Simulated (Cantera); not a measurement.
A closed system holds: 1 mol Ta, 0.14 mol CH₄, a varied amount of CO₂, equilibrated at 97.0 Pa.

Cantera equilibrium calculation (NASA polynomials, part measured and part estimated; ideal gas, pure solids and liquids). Candidate condensed phases: C, C₆H₆, C₇H₈, C₈H₁₈, H₂O, Ta, TaC, Ta₂O₅; 113 gas species. Mutual solubility and eutectic melting of coexisting phases are not modelled. TaC: taken at fixed stoichiometry. Condensed phases not in the tables: Ta₂C, N, O or C dissolved in the metal. The numbers say what is thermodynamically allowed, not how fast it happens.

Stable condensed phases, one row left out:

```
T in °C \ n(CO₂) in mol
         0.17 0.29  0.5 0.87  1.5  2.6  4.5  7.8
   2352     A    A    A    A    A    B    B    B
   2152     A    A    A    A    A    C    C    C
   1752     D    D    D    D    D    D    C    C
   1552     E    E    E    F    F    F    C    C
   1352     E    E    F    F    F    F    C    C
   1152     E    E    F    F    F    F    C    C
    952     E    E    F    F    F    F    C    C
    752     E    E    F    F    F    G    C    C
```

A: Ta; B: gas only; C: Ta₂O₅; D: Ta + Ta₂O₅; E: Ta + TaC + Ta₂O₅; F: TaC + Ta₂O₅; G: C + Ta₂O₅.

**Question.** Give the row for 1952 °C.

**Answer.** 0.17: Ta; 0.29: Ta + Ta₂O₅; 0.5: Ta + Ta₂O₅; 0.87: Ta + Ta₂O₅; 1.5: Ta + Ta₂O₅; 2.6: Ta₂O₅; 4.5: Ta₂O₅; 7.8: Ta₂O₅.
